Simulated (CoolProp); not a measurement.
Saturation properties of dimethyl carbonate.

Computed with CoolProp (reference Helmholtz-energy equation of state, Zhou 2011).

```csv
T (K),p (bar),vapour density (kg/m³),surface tension (mN/m)
369.8,1.243,3.768,18.1
390.8,2.266,6.629,15.4
411.9,3.860,11.00,12.7
432.9,6.186,17.35,10.2
454,9.470,26.49,7.90
475,13.91,39.41,5.75
496.1,19.82,58.16,3.80
517.1,27.48,86.59,2.11
```

It boils at 363.3 K under 1 atm.

Surface tension comes from a separate correlation (Mulero 2014).
